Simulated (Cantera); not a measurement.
Input: 1 mol (CH₃)₂SiCl₂, 0.0051 mol C₂H₄, 19 mol H₂, equilibrated at 0.00240 bar.

Equilibrium computed with Cantera from the NASA thermochemical tables; the gas is ideal and each condensed phase is pure. Candidate condensed phases: C, C₆H₆, C₇H₈, C₈H₁₈, Si, SiC; 109 gas species. The feed counts by its element totals alone. The tables' values for SiCl are old estimates; treat these amounts as uncertain. Gases not in the tables: Si₂H₆ and higher silanes. Equilibrium is a limit: real reactors are often held back by kinetics, nucleation or transport.

x: gas mole fraction; n: condensed amount in mol.

```
T (°C)   x H₂       x H   x HCl      x Si        x Cl  x C₂H₂ (acetylene)  n C(graphite)  n SiC(s)
------  -----  --------  ------  --------  ----------  ------------------  -------------  --------
1250    0.913  0.000451  0.0864   5.98e-8  (withheld)             1.08e-5           1.01     0.995
1300    0.913  0.000793  0.0863   2.19e-7  (withheld)             1.88e-5           1.02     0.994
1350    0.912   0.00135  0.0861   7.41e-7  (withheld)             3.18e-5           1.02     0.992
1400    0.911   0.00222  0.0859   2.33e-6  (withheld)             5.19e-5           1.02     0.991
1450    0.910   0.00355  0.0856   6.83e-6  (withheld)             8.24e-5           1.02     0.989
1500    0.908   0.00553  0.0852   1.89e-5  (withheld)            0.000127           1.02     0.987
1550    0.905   0.00842  0.0846   4.92e-5  (withheld)            0.000191           1.02     0.984
1600    0.901    0.0125  0.0840  0.000122  (withheld)            0.000281           1.02     0.979
1650    0.896    0.0182  0.0831  0.000288  (withheld)            0.000404           1.02     0.972
1700    0.888    0.0260  0.0819  0.000651  (withheld)            0.000569           1.02     0.959
1750    0.877    0.0363  0.0804   0.00141  (withheld)            0.000784           1.03     0.934
1800    0.863    0.0499  0.0785   0.00295  (withheld)             0.00106           1.06     0.886
1850    0.843    0.0672  0.0759   0.00596  (withheld)             0.00140           1.13     0.791
1900    0.815    0.0889  0.0727    0.0116  (withheld)             0.00180           1.25     0.606
```

### Question
Some entries are withheld; supply them.

### Answer

- 1250, x Cl: 3.42e-5
- 1300, x Cl: 5.96e-5
- 1350, x Cl: 0.000100
- 1400, x Cl: 0.000163
- 1450, x Cl: 0.000259
- 1500, x Cl: 0.000399
- 1550, x Cl: 0.000600
- 1600, x Cl: 0.000882
- 1650, x Cl: 0.00127
- 1700, x Cl: 0.00179
- 1750, x Cl: 0.00247
- 1800, x Cl: 0.00335
- 1850, x Cl: 0.00445
- 1900, x Cl: 0.00578
